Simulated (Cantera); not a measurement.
Feed: 1 mol Si, 1.3 mol Cl2, 66 mol H2, held at 550 °C and 0.000480 bar.

These are equilibrium values from Cantera (NASA tables, ideal gas, pure condensed phases), not measurements of a reactor. The tables' values for SiCl3 are old estimates; treat these amounts as uncertain. The numbers say what is thermodynamically allowed, not how fast it happens.

| species | before | after |
|---|---|---|
| H2 | 0.985 | 0.667 |
| SiCl4 | 0.00705 | 0.300 |
| SiHCl3 | 0.00125 | 0.0172 |
| HCl | 0.00669 | 0.0141 |
| SiCl3 | 6.26e-5 | 0.00104 |
| SiCl2 | 5.00e-5 | 0.000326 |
| SiH2Cl2 | 1.87e-5 | 8.27e-5 |
| Si(s), mol | 0.437 | 0.347 |
Gas species are given as mole fractions.

Q: Which change was made?
A) H2 from 66 to 1.4 mol
B) temperature from 550 °C to 1227 °C
C) temperature from 550 °C to 252 °C
D) temperature from 550 °C to 825 °C

A: A, H2 from 66 to 1.4 mol
